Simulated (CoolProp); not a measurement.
Chloromethane (R40) at 298.15 K and 0.352 MPa is throttled through a valve to 0.103 MPa with no heat exchange. Each further row changes one setting.

Values from CoolProp's reference Helmholtz-energy equation of state, Thol 2014.

```json
[
 {"case": "as stated", "temperature change (K)": "-9.8", "final density (kg/m³)": "2.21"},
 {"case": "outlet pressure 0.0309 MPa", "temperature change (K)": "-12.8", "final density (kg/m³)": "0.662"},
 {"case": "outlet pressure 0.134 MPa", "temperature change (K)": "-8.5", "final density (kg/m³)": "2.88"}
]
```
